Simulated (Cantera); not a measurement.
Source: NASA polynomial tables (part measured, part estimated), evaluated in Cantera. Values are per mole of reaction as written; species without (g) are pure solids or liquids, kept so even where they would boil at 1 bar.

Question: Between 300 and 1100 K, where is each reaction favourable under standard conditions?
- 2 H(g) + BaF2 = Ba + 2 HF(g)

Answer: 
- 2 H(g) + BaF2 = Ba + 2 HF(g): ΔG° is 202 kJ at 300 K and 153 kJ at 1100 K; it stays positive (K < 1). ΔH° is 209 kJ and ΔS° 51 J/K at 1100 K.
